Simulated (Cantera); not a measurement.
A closed system holds: 1 mol Fe2O3, a varied amount of C, 0.1 mol H2, held at 2275 K and 0.133 bar.

Method: chemical equilibrium by Gibbs-energy minimisation in Cantera with the NASA 1993 tables (ideal gas, pure condensed phases). Candidate condensed phases: C, C6H6, C7H8, C8H18, Fe, Fe(CO)5, FeO, Fe(OH)2, Fe(OH)3, Fe2O3, Fe3O4, H2O; 114 gas species. Each liquid is taken as pure. Iron dissolves carbon and melts from about 1420 K in contact with it, which pure phases cannot show. Mutual solubility and eutectic melting of coexisting phases are not modelled. The tables' stoichiometric FeO is somewhat more stable than real wüstite, so its field is too wide. FeO: taken at fixed stoichiometry. Condensed phases not in the tables: cementite and carbon dissolved in iron. Rates play no part.

### Question
What share of the Fe ends up in condensed phases as a function of n(C) (mol), at 0.45, 0.6, 0.8, 1.1, 1.4, 1.9, 2.6, 3.5?

### Answer
```
n(C) (mol)  Fe condensed (%)              as
----------  ----------------  --------------
0.45                   100.0          FeO(l)
0.6                     99.9          FeO(l)
0.8                     99.3          FeO(l)
1.1                     97.4  Fe(l) + FeO(l)
1.4                     96.8  Fe(l) + FeO(l)
1.9                     95.7  Fe(l) + FeO(l)
2.6                     94.2  Fe(l) + FeO(l)
3.5                     93.5           Fe(l)
```
